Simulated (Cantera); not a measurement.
Charge: 1 mol Si, 0.23 mol H₂O, 7.1 mol H₂, equilibrated at 7.50 Torr.

Equilibrium computed with Cantera from the NASA thermochemical tables; the gas is ideal and each condensed phase is pure. Candidate condensed phases: H₂O, Si, SiO₂; 18 gas species. Gases not in the tables: Si₂H₆ and higher silanes. Rates play no part. All values below are at 1675 K.

Base state: H₂ 0.968, SiO 0.0304, H 0.00114, Si 4.34e-5, SiH₂ 1.09e-5 (mole fractions); condensed: Si(s).

Task: What changes in the equilibrium state with this change: pressure from 7.50 Torr to 36.0 Torr?

Result: 
```tsv
species	before	after
H₂	0.968	0.969
SiO	0.0304	0.0304
H	0.00114	0.000522
Si	4.34e-5	9.04e-6
SiH₂	1.09e-5	1.09e-5
Si(s), mol	0.770	0.770
```
